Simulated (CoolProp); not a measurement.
Vapour-liquid equilibrium of n-pentane (1) + the fluoroketone C6F12O (FK-5-1-12) (2) at 0.375 MPa; x and y are mole fractions of (1).

Model: multi-fluid Helmholtz-energy mixture model, Thol 2019 and McLinden 2015; pair parameters Bell 2016, in CoolProp.

**Question.** Give the bubble temperature and the first vapour's composition at x = 0.575, 0.725, 0.875. Is there an azeotrope?

**Answer.** x = 0.575: 345.0 K, y = 0.637; x = 0.725: 344.9 K, y = 0.679; x = 0.875: 346.6 K, y = 0.765. y crosses x between x = 0.65 and 0.725: the model has an azeotrope there.

The pair parameters rest on a limited set of measurements; away from them the model extrapolates.
